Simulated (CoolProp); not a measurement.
Vapour-liquid equilibrium of cyclohexane (1) + n-heptane (2) at 0.724 MPa; x and y are mole fractions of (1).

The numbers come from the multi-fluid Helmholtz-energy mixture model, Zhou 2014 and Span 2003; pair parameters Bell 2016 in CoolProp.

```
x      bubble temperature, mixture model (°C)  bubble temperature, Raoult's law (°C)  y, mixture model  y, Raoult's law
-----  --------------------------------------  -------------------------------------  ----------------  ---------------
0.05                                    181.9                                  181.9             0.064            0.069
0.125                                   180.3                                  180.3             0.158            0.168
0.2                                     178.7                                  178.7             0.248            0.261
0.275                                   177.1                                  177.2             0.334            0.350
0.35                                    175.6                                  175.7             0.417            0.433
0.425                                   174.1                                  174.2             0.496            0.513
0.5                                     172.6                                  172.8             0.571            0.588
0.575                                   171.2                                  171.4             0.643            0.659
0.65                                    169.8                                  170.0             0.712            0.727
0.725                                   168.5                                  168.7             0.778            0.791
0.8                                     167.2                                  167.3             0.842            0.852
0.875                                   165.9                                  166.0             0.903            0.910
0.95                                    164.7                                  164.8             0.962            0.965
```

The largest gap from Raoult's law is -0.2 K in bubble temperature, at x = 0.65. No azeotrope shows between x = 0.05 and 0.95.

Pair parameters are fitted to limited data, so mixtures are less certain than the pure fluids.
